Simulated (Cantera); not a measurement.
# Adiabatic ignition

An adiabatic, constant-volume homogeneous reactor starts with 9.58 % CH4, 2.87 % H2, 23.0 % O2, 64.6 % N2, equivalence ratio 0.90, at 1398 K and 44000 Pa.

Cantera simulation using GRI-Mech 3.0 (53 species, 325 reactions); the numbers are that mechanism's predictions, not measurements.

| t (s) | T (K) | P (bar) | x CH4 | x H2 | x O2 | x CO2 | x HCO | x OH | x NO |
|---|---|---|---|---|---|---|---|---|---|
| 6.00e-6 | 1398 | 0.440 | 0.0958 | 0.0287 | 0.230 | <1e-12 | <1e-12 | 4.19e-9 | <1e-12 |
| 1.53e-5 | 1398 | 0.440 | 0.0958 | 0.0287 | 0.230 | <1e-12 | <1e-12 | 6.35e-9 | <1e-12 |
| 3.91e-5 | 1398 | 0.440 | 0.0958 | 0.0287 | 0.230 | 3.42e-12 | <1e-12 | 1.27e-8 | <1e-12 |
| 9.99e-5 | 1398 | 0.440 | 0.0958 | 0.0287 | 0.230 | 8.87e-11 | 2.06e-12 | 4.05e-8 | <1e-12 |
| 0.000255 | 1398 | 0.440 | 0.0957 | 0.0287 | 0.230 | 8.88e-9 | 8.85e-11 | 3.01e-7 | <1e-12 |
| 0.000651 | 1407 | 0.443 | 0.0938 | 0.0284 | 0.229 | 7.92e-6 | 7.32e-8 | 6.55e-6 | 1.98e-12 |
| 0.00166 | 2874 | 0.952 | <1e-12 | 0.0234 | 0.0418 | 0.0446 | 6.46e-8 | 0.0344 | 0.00761 |
| 0.00424 | 2867 | 0.949 | <1e-12 | 0.0237 | 0.0389 | 0.0445 | 6.40e-8 | 0.0332 | 0.0152 |
| 0.0108 | 2867 | 0.949 | <1e-12 | 0.0237 | 0.0389 | 0.0445 | 6.39e-8 | 0.0332 | 0.0153 |
| 0.0277 | 2867 | 0.949 | <1e-12 | 0.0237 | 0.0389 | 0.0445 | 6.39e-8 | 0.0332 | 0.0153 |
| 0.0706 | 2867 | 0.949 | <1e-12 | 0.0237 | 0.0389 | 0.0445 | 6.39e-8 | 0.0332 | 0.0153 |
| 0.180 | 2867 | 0.949 | <1e-12 | 0.0237 | 0.0389 | 0.0445 | 6.39e-8 | 0.0332 | 0.0153 |
| 0.460 | 2867 | 0.949 | <1e-12 | 0.0237 | 0.0389 | 0.0445 | 6.39e-8 | 0.0332 | 0.0153 |
| 1.18 | 2867 | 0.949 | <1e-12 | 0.0237 | 0.0389 | 0.0445 | 6.39e-8 | 0.0332 | 0.0153 |
| 3.00 | 2867 | 0.949 | <1e-12 | 0.0237 | 0.0389 | 0.0445 | 6.39e-8 | 0.0332 | 0.0153 |
x: mole fraction; the columns are a selection and need not sum to one.

* **time of steepest temperature rise**: 1.11 ms
* **temperature at 3.00 s**: 2867 K
* **equilibrium temperature**: 2867 K
* **x(CH4) at 3.00 s**: <1e-12 (gas-phase equilibrium <1e-12)
* **x(H2) at 3.00 s**: 0.0237 (gas-phase equilibrium 0.0237)
* **x(O2) at 3.00 s**: 0.0389 (gas-phase equilibrium 0.0389)
